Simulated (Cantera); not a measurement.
## Ignition delay

Mixture: CH4 : O2 : N2 = 1 : 1.43 : 5.86 (molar parts), equivalence ratio 1.4, at 15800 Torr, adiabatic and at constant volume. Ignition delay is the time to a rise of 400 K.

Computed with Cantera and GRI-Mech 3.0 (53 species, 325 reactions). The pressure lies above the range GRI-Mech 3.0 was tuned for (to about 10 atm).

```csv
T0 (K),delay (ms)
1423,0.226
1498,0.111
1573,0.0568
1648,0.0300
1723,0.0164
```

```
Property                                                 Value
--------------------------------------------------  ----------
apparent activation energy between 1573 and 1723 K  190 kJ/mol
```
